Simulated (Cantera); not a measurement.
Cantera run:

```python
import numpy as np
import cantera as ct

gas_names = """
    CL CL2 H HCL H2 Si SiCL SiCL2 SiCL3 SiCL4 SiH SiHCL3 SiH2 SiH2CL2 SiH3 SiH3CL SiH4 Si2 Si3
""".split()
cond_names = """
    Si(cr) Si(L)
""".split()


def load(file, names, dense=False):
    # The tables refer to 1 bar. Condensed volumes are neglected.
    table = {s.name: s for s in ct.Species.list_from_file(file)}
    out = []
    for n in names:
        d = dict(table[n].input_data)
        d["thermo"] = dict(d["thermo"], **{"reference-pressure": 1e5})
        if dense:
            d["equation-of-state"] = {"model": "constant-volume", "density": "1e6 g/cm^3"}
        out.append(ct.Species.from_dict(d))
    return out


gas = ct.Solution(thermo="ideal-gas", species=load("nasa_gas.yaml", gas_names))
cond = {s.name: ct.Solution(thermo="fixed-stoichiometry", species=[s], name=s.name)
        for s in load("nasa_condensed.yaml", cond_names, dense=True)}
atoms = {
    'SiCl4': {'Si': 1, 'CL': 4},
    'HCl': {'H': 1, 'CL': 1},
    'H2': {'H': 2},
}
top_T = {}  # K; cautious upper limits of use, not melting points


def equilibrate(T, P, feed):
    n = {}
    for name, mol in feed.items():
        for a, k in atoms[name].items():
            n[a] = n.get(a, 0.0) + k * mol
    gas.TPX = T, P, n
    mass = sum(n.values()) * gas.mean_molecular_weight
    gas.equilibrate("TP")
    valid = [c for c in cond.values() if c.min_temp <= T <= top_T.get(c.name, c.max_temp)]
    mix = ct.Mixture([(gas, mass / gas.mean_molecular_weight)] + [(c, 0.0) for c in valid])
    mix.T, mix.P = T, P
    mix.equilibrate("TP", solver="vcs", rtol=1e-11, max_steps=5000)
    return mix


results = []
T = 1500  # K
P = 520  # Pa
for m in [60, 95, 130, 160, 200, 230, 270, 300, 340, 370, 410, 440, 480]:
    feed = {'SiCl4': 1, 'HCl': 0.55, 'H2': m}  # mol
    mix = equilibrate(T, P, feed)
    results.append((T, P, feed, dict(zip(mix.species_names, mix.species_moles))))

top = {s: max(r[3][s] / sum(r[3][g] for g in gas_names) for r in results) for s in gas_names}
cols = sorted((s for s in top if top[s] > 1e-06), key=lambda s: -top[s])[:8]
seen = [c for c in cond_names if any(r[3].get(c, 0) > 1e-12 for r in results)]
print("log10 of partial pressures in bar; condensed amounts in mol")
print(f"{'n(H2)':>10s}" + "".join(f"{s[:9]:>10s}" for s in cols + seen))
for T, P, feed, n in results:
    ng = sum(n[g] for g in gas_names)
    print(f"{feed['H2']:10.4g}" + "".join(f"{np.log10(max(n[s] / ng * P / 1e5, 1e-99)):10.3f}" for s in cols)
          + "".join(f"{n.get(c, 0):10.4g}" for c in seen))
```

Output:

```
log10 of partial pressures in bar; condensed amounts in mol
     n(H2)        H2       HCL     SiCL2         H     SiCL3        CL      SiCL    SiHCL3    Si(cr)
        60    -2.312    -3.559    -4.299    -5.911    -6.306    -7.251    -7.518    -7.548    0.3886
        95    -2.303    -3.713    -4.617    -5.906    -6.782    -7.410    -7.676    -8.020    0.5425
       130    -2.298    -3.825    -4.845    -5.903    -7.125    -7.524    -7.791    -8.361    0.6329
       160    -2.296    -3.902    -5.001    -5.902    -7.359    -7.602    -7.869    -8.593    0.6856
       200    -2.293    -3.986    -5.172    -5.901    -7.615    -7.688    -7.954    -8.849    0.7357
       230    -2.292    -4.040    -5.281    -5.901    -7.779    -7.742    -8.009    -9.012    0.7637
       270    -2.291    -4.103    -5.408    -5.900    -7.969    -7.805    -8.072    -9.201    0.7929
       300    -2.290    -4.144    -5.492    -5.900    -8.095    -7.847    -8.114    -9.327    0.8103
       340    -2.290    -4.194    -5.592    -5.899    -8.246    -7.898    -8.164    -9.477    0.8294
       370    -2.289    -4.228    -5.661    -5.899    -8.348    -7.932    -8.198    -9.580    0.8412
       410    -2.289    -4.270    -5.744    -5.899    -8.474    -7.974    -8.240    -9.705    0.8546
       440    -2.288    -4.299    -5.802    -5.899    -8.560    -8.002    -8.269    -9.791    0.8632
       480    -2.288    -4.334    -5.874    -5.898    -8.667    -8.038    -8.305    -9.898    0.8732
```

Equilibrium computed with Cantera from the NASA thermochemical tables; the gas is ideal and each condensed phase is pure. The tables' values for SiCl3 are old estimates; treat these amounts as uncertain.
